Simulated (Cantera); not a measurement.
A closed system holds: 1 mol B, 0.28 mol H₂O, 0.68 mol H₂, 16 mol N₂, equilibrated at 6.60 mbar.

Method: chemical equilibrium by Gibbs-energy minimisation in Cantera with the NASA 1993 tables (ideal gas, pure condensed phases). Candidate condensed phases: B, BN, B₂O₃, B₃O₃H₃, H₂O; 39 gas species. The numbers say what is thermodynamically allowed, not how fast it happens.

Task: At 1600 K, list the 4 most abundant gas species with their mole fractions, and the condensed phases.

Result: N₂ 0.936, H₂ 0.0555, B₂O₃ 0.00332, HBO 0.00225. Condensed: BN(s).
